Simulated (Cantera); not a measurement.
Charge: 1 mol NH3, 0.67 mol O2, 1.3 mol N2, 0.27 mol H2O, held at 2000 K and 0.683 Torr.

Equilibrium computed with Cantera from the NASA thermochemical tables; the gas is ideal and each condensed phase is pure. Candidate condensed phases: H2O; 24 gas species. Kinetics and transport are ignored.

Base state: N2 0.494, H2O 0.420, H2 0.0555, H 0.0127, OH 0.00960, O2 0.00524, O 0.00161, NO 0.000958 (mole fractions); condensed: gas only.

What changes in the equilibrium state with this change: temperature from 2000 K to 1273 K?


```tsv
species	before	after
N2	0.494	0.504
H2O	0.420	0.451
H2	0.0555	0.0448
H	0.0127	5.00e-6
O2	0.00524	<1e-9
O	0.00161	<1e-9
```

What changes in the equilibrium state with this change: NH3 replaced by CS2?


```
species  before     after
-------  ------  --------
N2        0.494     0.336
CO            0     0.245
S2            0     0.183
H2O       0.420    0.0121
SO            0    0.0661
S             0    0.0450
SO2           0    0.0325
CO2           0    0.0135
H2       0.0555    0.0479
H        0.0127    0.0118
SH            0   0.00668
S2O           0  0.000402
```
Further candidate phases: C, C6H6, C7H8, C8H18, H2SO4, S.
